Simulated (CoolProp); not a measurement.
Vapour-liquid equilibrium of propylene (1) + n-heptane (2) at 314.7 K; x and y are mole fractions of (1).

Computed with CoolProp (multi-fluid Helmholtz-energy mixture model, Lemmon 2013 and Span 2003; pair parameters Bell 2016).

```json
[
 {"x": "0.05", "bubble pressure, mixture model (MPa)": "0.08462", "bubble pressure, Raoult's law (MPa)": "0.09789", "y, mixture model": "0.847", "y, Raoult's law": "0.872"},
 {"x": "0.2", "bubble pressure, mixture model (MPa)": "0.3411", "bubble pressure, Raoult's law (MPa)": "0.3520", "y, mixture model": "0.964", "y, Raoult's law": "0.970"},
 {"x": "0.35", "bubble pressure, mixture model (MPa)": "0.6179", "bubble pressure, Raoult's law (MPa)": "0.6060", "y, mixture model": "0.981", "y, Raoult's law": "0.986"},
 {"x": "0.5", "bubble pressure, mixture model (MPa)": "0.8760", "bubble pressure, Raoult's law (MPa)": "0.8601", "y, mixture model": "0.988", "y, Raoult's law": "0.992"},
 {"x": "0.65", "bubble pressure, mixture model (MPa)": "1.107", "bubble pressure, Raoult's law (MPa)": "1.114", "y, mixture model": "0.992", "y, Raoult's law": "0.996"},
 {"x": "0.8", "bubble pressure, mixture model (MPa)": "1.332", "bubble pressure, Raoult's law (MPa)": "1.368", "y, mixture model": "0.995", "y, Raoult's law": "0.998"},
 {"x": "0.95", "bubble pressure, mixture model (MPa)": "1.596", "bubble pressure, Raoult's law (MPa)": "1.622", "y, mixture model": "0.998", "y, Raoult's law": "1.000"}
]
```

The largest gap from Raoult's law is -13.6 % in bubble pressure, at x = 0.05. No azeotrope shows between x = 0.05 and 0.95.

The pair parameters rest on a limited set of measurements; away from them the model extrapolates. The gap from Raoult's law changes sign with composition, which may be real or a fault of the pair parameters; it wasn't checked against measurements.
